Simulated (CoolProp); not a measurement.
Values from CoolProp's reference Helmholtz-energy equation of state, Platzer 1990. This equation is an older, rougher fit; its heat capacities, sound speeds and derivatives of the liquid may be far off and weren't checked against measurements.

Task: Give the vapour pressure (kPa), liquid density (kg/m³), vapour density (kg/m³), surface tension (mN/m) of saturated CF4 (R14) at -116.85 °C.

Result: 
| T (°C) | p (kPa) | liquid density (kg/m³) | vapour density (kg/m³) | surface tension (mN/m) |
|---|---|---|---|---|
| -116.85 | 209 | 1540 | 15.1 | 10.0 |

Surface tension comes from a separate correlation (Mulero 2012).
